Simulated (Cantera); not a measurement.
Input: 1 mol Pb, 0.2 mol CO, 13 mol N2, at 1.00 bar.

These are equilibrium values from Cantera (NASA tables, ideal gas, pure condensed phases), not measurements of a reactor. Candidate condensed phases: C, Pb, PbO, PbO2, Pb3O4; 27 gas species. The numbers say what is thermodynamically allowed, not how fast it happens.

Over these rows the condensed part is C(graphite) + Pb(l). Partial pressures as log10 of bar:

| T (K) | 1000/T (1/K) | log p CO2 | log p N2 | log p CO |
|---|---|---|---|---|
| 700 | 1.4286 | -2.16 | 0.00 | -2.88 |
| 775 | 1.2903 | -2.28 | 0.00 | -2.32 |
| 850 | 1.1765 | ? | -0.01 | -1.98 |
| 925 | 1.0811 | -3.23 | -0.01 | -1.85 |
| 1000 | 1.0000 | -3.90 | -0.01 | -1.83 |
| 1075 | 0.9302 | -4.51 | -0.01 | -1.82 |

Problem. Fit log p(CO2) = a + b·(1000/T) to the five rows, give the apparent enthalpy, and predict the row at 850 K.

Solution. Means: 1000/T = 1.1460, log p = -3.216. Sxy = 0.813508, Sxx = 0.1727829, so b = 4.71 and a = -3.216 − (4.71)×1.1460 = -8.61.
Apparent enthalpy: −19.145 × (4.71) = -90 kJ/mol. With the condensed phases at unit activity, 2 CO(g) = CO2(g) + C(graphite) links this pressure to the main gases: over the six rows their terms move log p by +2.12 in all, so the slope isn't that reaction's ΔH° alone. The five rows lie within 0.29 of the line; that is curvature, so one enthalpy describes this range poorly.
Prediction at 850 K: -8.61 + (4.71)×1.1765 = -3.07. The computed value is -2.63, 0.44 from the line.
